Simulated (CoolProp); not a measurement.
A simple Rankine cycle with tetrahydrofuran: condensing at 305.15 K, boiler at 1.5 MPa, turbine inlet 456.6 K, turbine efficiency 0.8, pump efficiency 0.6, no recuperator. Each further row changes one setting.

The numbers come from the reference Helmholtz-energy equation of state, Fiedler 2023 in CoolProp.

```json
[
 {"case": "as stated", "thermal efficiency (%)": "20.7", "net work (kJ/kg)": "128", "heat in (kJ/kg)": "618", "turbine exit temperature (K)": "346.7", "volume ratio over the turbine": "48.4"},
 {"case": "turbine inlet 476.6 K", "thermal efficiency (%)": "20.9", "net work (kJ/kg)": "137", "heat in (kJ/kg)": "657", "turbine exit temperature (K)": "…", "volume ratio over the turbine": "…"},
 {"case": "condensing temperature 297.15 K", "thermal efficiency (%)": "…", "net work (kJ/kg)": "138", "heat in (kJ/kg)": "…", "turbine exit temperature (K)": "338.6", "volume ratio over the turbine": "…"},
 {"case": "boiler pressure 1.05 MPa", "thermal efficiency (%)": "19.4", "net work (kJ/kg)": "123", "heat in (kJ/kg)": "631", "turbine exit temperature (K)": "360.7", "volume ratio over the turbine": "32.5"},
 {"case": "turbine efficiency 0.7", "thermal efficiency (%)": "18.1", "net work (kJ/kg)": "112", "heat in (kJ/kg)": "618", "turbine exit temperature (K)": "…", "volume ratio over the turbine": "50.2"}
]
```

Task: Fill in the missing entries.

Result: 
- turbine inlet 476.6 K, turbine exit temperature (K): 369.1
- turbine inlet 476.6 K, volume ratio over the turbine: 47.6
- condensing temperature 297.15 K, thermal efficiency (%): 21.8
- condensing temperature 297.15 K, heat in (kJ/kg): 632
- condensing temperature 297.15 K, volume ratio over the turbine: 66.7
- turbine efficiency 0.7, turbine exit temperature (K): 359.3
